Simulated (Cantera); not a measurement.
An isothermal, constant-pressure homogeneous reactor starts with NH3 : N2 = 1 : 0.74 (molar parts), at 1598 K and 15.0 Torr. Integrator tolerance rtol = 1e-08.

Model: the gas-phase N/H chemistry of the illustrative SiF4/NH3 mechanism in the Surface Chemkin manual (1991), integrated in Cantera. Walls and surfaces, which speed up NH3 decomposition in real reactors, are not modelled.

What does this change do: pressure from 15.0 Torr to 750 Torr?


| quantity | before | after |
|---|---|---|
| x(NH3) at 1.00 s | 0.567 (gas-phase equilibrium 2.52e-7) | 0.488 (gas-phase equilibrium 1.26e-5) |
| x(H2) at 1.00 s | 0.00724 (gas-phase equilibrium 0.547) | 0.0824 (gas-phase equilibrium 0.547) |
| x(N2H2) at 1.00 s | 1.58e-6 (gas-phase equilibrium <1e-12) | 2.80e-7 (gas-phase equilibrium <1e-12) |
| x(N2) at 1.00 s | 0.426 (gas-phase equilibrium 0.452) | 0.429 (gas-phase equilibrium 0.453) |
| x(N2H4) at 1.00 s | 1.46e-8 (gas-phase equilibrium <1e-12) | 1.30e-7 (gas-phase equilibrium <1e-12) |
| x(N) at 1.00 s | 4.36e-9 (gas-phase equilibrium 3.03e-12) | 5.80e-9 (gas-phase equilibrium <1e-12) |

What does this change do: pressure from 15.0 Torr to 760 Torr?


```csv
quantity,before,after
x(NH3) at 1.00 s,0.567 (gas-phase equilibrium 2.52e-7),0.487 (gas-phase equilibrium 1.28e-5)
x(H2) at 1.00 s,0.00724 (gas-phase equilibrium 0.547),0.0831 (gas-phase equilibrium 0.547)
x(N2H2) at 1.00 s,1.58e-6 (gas-phase equilibrium <1e-12),2.79e-7 (gas-phase equilibrium <1e-12)
x(N2) at 1.00 s,0.426 (gas-phase equilibrium 0.452),0.429 (gas-phase equilibrium 0.453)
x(N2H4) at 1.00 s,1.46e-8 (gas-phase equilibrium <1e-12),1.31e-7 (gas-phase equilibrium <1e-12)
x(N) at 1.00 s,4.36e-9 (gas-phase equilibrium 3.03e-12),5.79e-9 (gas-phase equilibrium <1e-12)
```
